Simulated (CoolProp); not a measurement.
R11 at 298.15 K and 0.0677 MPa is throttled through a valve to 0.0366 MPa with no heat exchange. Each further row changes one setting.

Values from CoolProp's reference Helmholtz-energy equation of state, Jacobsen 1992.

```
case                        temperature change (K)  final density (kg/m³)
--------------------------  ----------------------  ---------------------
as stated                               (withheld)             (withheld)
outlet pressure 0.011 MPa               (withheld)             (withheld)
outlet pressure 0.0476 MPa                    -0.8                   2.69
```

Task: Complete the blanks.

Result: 
- as stated, temperature change (K): -1.3
- as stated, final density (kg/m³): 2.06
- outlet pressure 0.011 MPa, temperature change (K): -2.3
- outlet pressure 0.011 MPa, final density (kg/m³): 0.617
